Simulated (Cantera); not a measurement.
A Cantera script and what it prints.

```python
import numpy as np
import cantera as ct

gas_names = """
    C CN CO CO2 C2 CCN CNC C2N2 C2O C3 C3O2 C4 C4N2 C5 Fe FeC5O5 FeO N NCO NO NO2 NO3 N2 N2O O O2 O3
""".split()
cond_names = """
    C(gr) Fe(a) Fe(c) Fe(d) Fe(L) FeC5O5(L) FeO(s) FeO(L) Fe2O3(s) Fe3O4(s)
""".split()


# ... load() reads the species with a 1 bar reference pressure and builds the phases ...
atoms = {
    'Fe(CO)5': {'Fe': 1, 'C': 5, 'O': 5},
    'O2': {'O': 2},
    'N2': {'N': 2},
}
top_T = {'C(gr)': 4500, 'Fe2O3(s)': 1830, 'Fe3O4(s)': 1870}  # K; cautious upper limits of use, not melting points


# ... equilibrate(T, P, feed) seeds the gas with the atoms and calls Mixture.equilibrate('TP', solver="vcs", rtol=1e-11, max_steps=5000) ...
results = []
T = 1025  # K
P = 820  # Pa
for m in [0.12, 0.19, 0.28, 0.41, 0.61, 0.92, 1.4]:
    feed = {'Fe(CO)5': 1, 'O2': m, 'N2': 2.1}  # mol
    mix = equilibrate(T, P, feed)
    results.append((T, P, feed, dict(zip(mix.species_names, mix.species_moles))))
    x = sorted(zip(gas.X, gas.species_names), reverse=True)
    print(f"T = {T:g} K  P = {P:g} Pa  n(O2) = {m:g} mol  gas = {mix.phase_moles(0):.4g} mol")
    print("   x: " + "  ".join(f"{s} {v:.3e}" for v, s in x if v > 1e-06))
    print("   condensed (mol): " + ("  ".join(f"{mix.phase(i).name} {mix.phase_moles(i):.4g}"
          for i in range(1, mix.n_phases) if mix.phase_moles(i) > 1e-12) or "none"))
```

Result:

```
T = 1025 K  P = 820 Pa  n(O2) = 0.12 mol  gas = 7.1 mol
   x: CO 6.704e-01  N2 2.958e-01  CO2 3.380e-02
   condensed (mol): Fe(a) 1
T = 1025 K  P = 820 Pa  n(O2) = 0.19 mol  gas = 7.1 mol
   x: CO 6.507e-01  N2 2.958e-01  CO2 5.352e-02
   condensed (mol): Fe(a) 1
T = 1025 K  P = 820 Pa  n(O2) = 0.28 mol  gas = 7.1 mol
   x: CO 6.254e-01  N2 2.958e-01  CO2 7.887e-02
   condensed (mol): Fe(a) 1
T = 1025 K  P = 820 Pa  n(O2) = 0.41 mol  gas = 7.1 mol
   x: CO 5.887e-01  N2 2.958e-01  CO2 1.155e-01
   condensed (mol): Fe(a) 1
T = 1025 K  P = 820 Pa  n(O2) = 0.61 mol  gas = 7.1 mol
   x: CO 5.653e-01  N2 2.958e-01  CO2 1.389e-01
   condensed (mol): Fe(a) 0.7661  FeO(s) 0.2339
T = 1025 K  P = 820 Pa  n(O2) = 0.92 mol  gas = 7.1 mol
   x: CO 5.653e-01  N2 2.958e-01  CO2 1.389e-01
   condensed (mol): Fe(a) 0.1461  FeO(s) 0.8539
T = 1025 K  P = 820 Pa  n(O2) = 1.4 mol  gas = 7.1 mol
   x: CO 4.507e-01  N2 2.958e-01  CO2 2.535e-01
   condensed (mol): FeO(s) 1
```

Method: chemical equilibrium by Gibbs-energy minimisation in Cantera with the NASA 1993 tables (ideal gas, pure condensed phases). Mutual solubility and eutectic melting of coexisting phases are not modelled. The tables' stoichiometric FeO is somewhat more stable than real wüstite, so its field is too wide. FeO: taken at fixed stoichiometry.
